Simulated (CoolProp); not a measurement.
2000 sccm (0 °C, 1 atm) of nitrogen bubbles through liquid methanol at 288.6 K and leaves saturated at a total pressure of 0.0349 MPa (ideal gas phase). Each further row changes one setting.

Model: reference Helmholtz-energy equation of state, de Reuck 1993, in CoolProp.

| case | vapour pressure (kPa) | mole fraction of vapour | delivery (mg/min) | delivery (sccm) | change of delivery for a bath 1 K warmer (%) |
|---|---|---|---|---|---|
| as stated | 10.2 | 0.291 | 1170 | 820 | 8.3 |
| bath temperature 293.6 K | 13.4 | 0.383 | 1770 | 1240 | 9.2 |
| total pressure 0.0698 MPa | 10.2 | 0.145 | 487 | 340 | 6.8 |
